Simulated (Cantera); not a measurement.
Feed: 1 mol Fe₂O₃, 5.9 mol Cl₂, 3.4 mol H₂, held at 823 K and 1.00 Torr.

These are equilibrium values from Cantera (NASA tables, ideal gas, pure condensed phases), not measurements of a reactor. Candidate condensed phases: Fe, FeCl₂, FeCl₃, FeO, Fe(OH)₂, Fe(OH)₃, Fe₂O₃, Fe₃O₄, H₂O; 22 gas species. Condensed phases not in the tables: FeOCl. Equilibrium is a limit: real reactors are often held back by kinetics, nucleation or transport.

Base state: HCl 0.722, Cl₂ 0.265, FeCl₃ 0.00589, H₂O 0.00497, O₂ 0.00199, Cl 0.000222, FeCl₂ 6.38e-5 (mole fractions); condensed: Fe₂O₃(s).

What changes in the equilibrium state with this change: temperature from 823 K to 673.15 K?


| species | before | after |
|---|---|---|
| HCl | 0.722 | 0.726 |
| Cl₂ | 0.265 | 0.269 |
| H₂O | 0.00497 | 0.00275 |
| FeCl₃ | 0.00589 | 0.00179 |
| O₂ | 0.00199 | 1.35e-5 |
| FeCl₂ | 6.38e-5 | 5.21e-7 |
| Cl | 0.000222 | 4.04e-6 |
| Fe₂O₃(s), mol | 0.972 | 0.991 |

What changes in the equilibrium state with this change: temperature from 823 K to 775 K?


```csv
species,before,after
HCl,0.722,0.723
Cl₂,0.265,0.268
H₂O,0.00497,0.00457
FeCl₃,0.00589,0.00381
O₂,0.00199,0.000589
FeCl₂,6.38e-5,1.50e-5
Cl,0.000222,7.28e-5
"Fe₂O₃(s), mol",0.972,0.982
```

What changes in the equilibrium state with this change: pressure from 1.00 Torr to 750 Torr?


```
species          before    after
-------------  --------  -------
HCl               0.722    0.682
Cl₂               0.265    0.273
H₂O             0.00497   0.0303
FeCl₃           0.00589  0.00905
Fe₂Cl₆          3.20e-6  0.00566
Cl             0.000222  8.21e-6
FeCl₂           6.38e-5  3.53e-6
Fe₂O₃(s), mol     0.972    0.907
```
